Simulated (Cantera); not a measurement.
A Cantera script and its output.

```python
import numpy as np
import cantera as ct

gas = ct.Solution("gri30.yaml")


def delay(T, t_max=10):
    gas.TPX = T, 500000, {'C3H8': 1, 'O2': 7.69, 'N2': 28.9}
    reactor = ct.IdealGasConstPressureReactor(gas, clone=False)
    net = ct.ReactorNet([reactor])
    net.rtol, net.atol = 1e-8, 1e-16
    while net.time < t_max:
        t_old, T_old = net.time, reactor.T
        net.step()
        if reactor.T > T + 400:  # ignition: a rise of 400 K
            return t_old + (T + 400 - T_old) / (reactor.T - T_old) * (net.time - t_old)
    return np.nan


taus = []
for T in [1175, 1250, 1325, 1400, 1475, 1550, 1625, 1700, 1775]:
    taus.append(delay(T))
    print(f"T0 = {T:6g} K   tau = {taus[-1]:.4e} s")
```

Output:

```
T0 =   1175 K   tau = 4.0537e-03 s
T0 =   1250 K   tau = 1.0024e-03 s
T0 =   1325 K   tau = 2.8393e-04 s
T0 =   1400 K   tau = 9.5438e-05 s
T0 =   1475 K   tau = 3.8284e-05 s
T0 =   1550 K   tau = 1.8076e-05 s
T0 =   1625 K   tau = 9.8200e-06 s
T0 =   1700 K   tau = 5.9882e-06 s
T0 =   1775 K   tau = 4.0047e-06 s
```

Model: GRI-Mech 3.0 (53 species, 325 reactions), integrated in Cantera. GRI-Mech 3.0 was tuned for natural gas; its chemistry of propane as a main component is partial and can be far from experiment.
